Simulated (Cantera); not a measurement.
Charge: 1 mol CO, 0.37 mol O2, equilibrated at 0.00830 bar.

Equilibrium computed with Cantera from the NASA thermochemical tables; the gas is ideal and each condensed phase is pure. Candidate condensed phases: C; 12 gas species. Rates play no part. All values below are at 2423 K.

Base state: CO2 0.461, CO 0.426, O2 0.0824, O 0.0309 (mole fractions); condensed: gas only.

Q: What changes in the equilibrium state with this change: O2 from 0.37 to 0.011 mol?

A: 
```csv
species,before,after
CO,0.426,0.978
CO2,0.461,0.0213
O,0.0309,0.000622
O2,0.0824,3.34e-5
```
